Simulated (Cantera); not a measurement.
Input (Python, Cantera) and output of one run.

```python
import numpy as np
import cantera as ct

gas_names = """
    C CH CH2 CH3 CH2OH CH3O CH4 CH3OH CO CO2 COOH C2 C2H CHCO,ketyl C2H2,acetylene C2H2,vinylidene
    CH2CO,ketene C2H3,vinyl CH3CO,acetyl C2H4 C2H4O,ethylen CH3CHO,ethanal CH3COOH (HCOOH)2 C2H5 C2H6
    CH3OCH3 C2H5OH C2O C3 C3H3,propargyl C3H4,allene C3H4,propyne C3H4,cyclo- C3H5,allyl C3H6,propylene
    C3H6,cyclo- C3H6O C3H7,n-propyl C3H7,i-propyl C3H8 C3H8O,1propanol C3H8O,2propanol C3O2 C4 C4H2
    C4H4,1,3-cyclo- C4H6,butadiene C4H6,2-butyne C4H6,cyclo- C4H8,1-butene C4H8,cis2-buten
    C4H8,tr2-butene C4H8,isobutene C4H8,cyclo- (CH3COOH)2 C4H9,n-butyl C4H9,i-butyl C4H9,s-butyl
    C4H9,t-butyl C4H10,isobutane C4H10,n-butane C5 C5H6,1,3cyclo- C5H8,cyclo- C5H10,1-pentene
    C5H10,cyclo- C5H11,pentyl C5H11,t-pentyl C5H12,n-pentane C5H12,i-pentane CH3C(CH3)2CH3 C6H2
    C6H5,phenyl C6H5O,phenoxy C6H6 C6H5OH,phenol C6H10,cyclo- C6H12,1-hexene C6H12,cyclo- C6H13,n-hexyl
    C7H7,benzyl C7H8 C7H8O,cresol C7H14,1-heptene C7H15,n-heptyl C7H16,n-heptane C8H8,styrene
    C8H10,ethylbenz C8H16,1-octene C8H17,n-octyl C8H18,isooctane C8H18,n-octane C9H19,n-nonyl
    C10H8,naphthale C10H21,n-decyl C12H9,o-bipheny C12H10,bipheny H HCO HO2 H2 HCHO,formaldehy HCOOH H2O
    H2O2 O OH O2 O3
""".split()
cond_names = """
    C(gr) C6H6(L) C7H8(L) C8H18(L),n-octa H2O(s) H2O(L)
""".split()


def load(file, names, dense=False):
    # The tables refer to 1 bar. Condensed volumes are neglected.
    table = {s.name: s for s in ct.Species.list_from_file(file)}
    out = []
    for n in names:
        d = dict(table[n].input_data)
        d["thermo"] = dict(d["thermo"], **{"reference-pressure": 1e5})
        if dense:
            d["equation-of-state"] = {"model": "constant-volume", "density": "1e6 g/cm^3"}
        out.append(ct.Species.from_dict(d))
    return out


gas = ct.Solution(thermo="ideal-gas", species=load("nasa_gas.yaml", gas_names))
cond = {s.name: ct.Solution(thermo="fixed-stoichiometry", species=[s], name=s.name)
        for s in load("nasa_condensed.yaml", cond_names, dense=True)}
atoms = {
    'C6H6': {'C': 6, 'H': 6},
    'O2': {'O': 2},
    'H2': {'H': 2},
}
top_T = {'C(gr)': 4500}  # K; cautious upper limits of use, not melting points


def equilibrate(T, P, feed):
    n = {}
    for name, mol in feed.items():
        for a, k in atoms[name].items():
            n[a] = n.get(a, 0.0) + k * mol
    gas.TPX = T, P, n
    mass = sum(n.values()) * gas.mean_molecular_weight
    gas.equilibrate("TP")
    valid = [c for c in cond.values() if c.min_temp <= T <= top_T.get(c.name, c.max_temp)]
    mix = ct.Mixture([(gas, mass / gas.mean_molecular_weight)] + [(c, 0.0) for c in valid])
    mix.T, mix.P = T, P
    mix.equilibrate("TP", solver="vcs", rtol=1e-11, max_steps=5000)
    return mix


results = []
feed = {'C6H6': 1, 'O2': 1, 'H2': 0.73}  # mol
P = 101325  # Pa
for T in [525, 625, 725, 825, 925, 1025, 1125, 1225, 1325, 1425, 1525, 1625, 1725, 1825]:
    mix = equilibrate(T, P, feed)
    results.append((T, P, feed, dict(zip(mix.species_names, mix.species_moles))))

top = {s: max(r[3][s] / sum(r[3][g] for g in gas_names) for r in results) for s in gas_names}
cols = sorted((s for s in top if top[s] > 1e-05), key=lambda s: -top[s])[:5]
seen = [c for c in cond_names if any(r[3].get(c, 0) > 1e-12 for r in results)]
print("log10 of partial pressures in bar; condensed amounts in mol")
print(f"{'T/K':>10s}" + "".join(f"{s[:9]:>10s}" for s in cols + seen))
for T, P, feed, n in results:
    ng = sum(n[g] for g in gas_names)
    print(f"{T:10.4g}" + "".join(f"{np.log10(max(n[s] / ng * P / 1e5, 1e-99)):10.3f}" for s in cols)
          + "".join(f"{n.get(c, 0):10.4g}" for c in seen))
```

Output:

```
log10 of partial pressures in bar; condensed amounts in mol
       T/K        H2       H2O       CH4        CO       CO2     C(gr)
       525    -1.715    -0.258    -0.434    -4.524    -1.128     4.737
       625    -1.072    -0.316    -0.458    -3.085    -1.013     4.684
       725    -0.638    -0.409    -0.566    -2.055    -0.949      4.74
       825    -0.374    -0.574    -0.792    -1.301    -0.947     4.805
       925    -0.248    -0.868    -1.139    -0.792    -1.106     4.623
      1025    -0.206    -1.325    -1.545    -0.543    -1.550     4.241
      1125    -0.192    -1.855    -1.923    -0.471    -2.176     4.048
      1225    -0.186    -2.348    -2.254    -0.456    -2.785     4.003
      1325    -0.183    -2.779    -2.540    -0.452    -3.318     3.996
      1425    -0.182    -3.151    -2.788    -0.452    -3.778     3.996
      1525    -0.182    -3.475    -3.005    -0.451    -4.175     3.997
      1625    -0.181    -3.759    -3.195    -0.451    -4.521     3.997
      1725    -0.181    -4.009    -3.363    -0.451    -4.825     3.997
      1825    -0.181    -4.231    -3.512    -0.451    -5.094     3.997
```

Cantera equilibrium calculation (NASA polynomials, part measured and part estimated; ideal gas, pure solids and liquids).
